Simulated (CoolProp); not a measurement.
Carbon dioxide at 306.29 K and 7.43 MPa flows at 0.7 m/s in a round tube of 12.7 mm bore and 15 µm roughness, fully developed (64/Re and Nu = 3.66 if laminar; Colebrook and Gnielinski if turbulent). Each further row changes one setting.

Values from CoolProp's reference Helmholtz-energy equation of state, Span 1996.

```tsv
case	Reynolds number	Darcy friction factor	pressure drop (Pa/m)	heat-transfer coefficient (W/(m² K))	mass flow (kg/h)
as stated	117000	___	___	___	___
velocity 1.4 m/s	234000	0.0215	___	5000	186
diameter 25.4 mm	234000	___	53.5	___	___
```

Fill in the missing entries.


- as stated, Darcy friction factor: 0.0225
- as stated, pressure drop (Pa/m): 126
- as stated, heat-transfer coefficient (W/(m² K)): 2570
- as stated, mass flow (kg/h): 93.0
- velocity 1.4 m/s, pressure drop (Pa/m): 485
- diameter 25.4 mm, Darcy friction factor: 0.0190
- diameter 25.4 mm, heat-transfer coefficient (W/(m² K)): 2270
- diameter 25.4 mm, mass flow (kg/h): 372

Viscosity comes from a separate model (Laesecke 2017). Thermal conductivity comes from a separate model (Huber 2016).
